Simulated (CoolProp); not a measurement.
Propylene along the isotherm 196.4 K: fugacity coefficient from the reference equation and from simpler models built on Tc = 364.2 K, pc = 45.55 bar, ω = 0.146; each cubic takes its own stable root.

Values from CoolProp's reference Helmholtz-energy equation of state, Lemmon 2013.

```
p (bar)   phase  reference
-------  ------  ---------
0.36     liquid     0.5899
0.561    liquid     0.3789
0.873    liquid     0.2438
1.36     liquid     0.1568
2.12     liquid     0.1009
3.3      liquid    0.06512
5.13     liquid    0.04220
7.99     liquid    0.02740
12.4     liquid    0.01797
19.4     liquid    0.01181
30.2     liquid   0.007921
47       liquid   0.005441
73.1     liquid   0.003880
114      liquid   0.002924
```

How far does each simpler model (van der Waals, Redlich-Kwong, Soave-Redlich-Kwong) lie from the reference over these 14 states: mean and median of the absolute difference, and the worst?


- van der Waals: mean 705.9 %, median 826.4 %, worst +1081.3 % at 196.4 K and 114 bar
- Redlich-Kwong: mean 29.6 %, median 29.0 %, worst +33.0 % at 196.4 K and 114 bar
- Soave-Redlich-Kwong: mean 1.1 %, median 1.3 %, worst -1.4 % at 196.4 K and 0.36 bar

At some of these states van der Waals gives the other phase, because its saturation line lies elsewhere.
